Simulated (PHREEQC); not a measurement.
0.43 g of hydrous ferric oxide (600 m²/g; 0.2 weak and 0.005 strong sites per Fe, Dzombak-Morel constants, diffuse double layer) in 1 kg of water with 0.05 mol/kgw of an inert sodium salt and 0.00017 mol ZnCl2 and 1.6e-05 mol MnCl2, at 25 °C; the pH is set by adding NaOH or the inert anion's acid. No oxygen is let in. No CO2 enters from the air. Precipitation was switched off in this run.

The series has 13 steps of pH, from 4 to 12.

All values are PHREEQC results (ion-association model, wateq4f.dat), not measurements.

**Question.** Near which pH is half of the Zn sorbed, and on which side is more sorbed?

**Answer.** Near pH 6.6, with more sorbed at higher pH.

**Question.** Near which pH is half of the Mn sorbed, and on which side is more sorbed?

**Answer.** Near pH 7.6, with more sorbed at higher pH.

**Question.** At which pH does the surface charge pass through zero?

**Answer.** Near pH 8.5.
